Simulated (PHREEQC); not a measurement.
Consider water at 55 °C with 0.015 mol KHSO4 and 0.064 mol CdCl2 per kg of water. Closed to the air; pH follows from the charge balance.

Computed with PHREEQC (ion-association model, phreeqc.dat).

This is a speciation only: nothing precipitates in the calculation.

### Question
Estimate the pH, density, ionic strength.

### Answer
pH 2.08; density 0.997 g/cm³; ionic strength 0.114 mol/kgw.

### Question
In which forms is Cl present?

### Answer
Cl- 58 %, CdCl+ 30 %, CdCl2 11 %, CdCl3- 1.2 % of the Cl.

Away from 25 °C the constants follow the database's enthalpies or fits; those with neither stay at their 25 °C values.
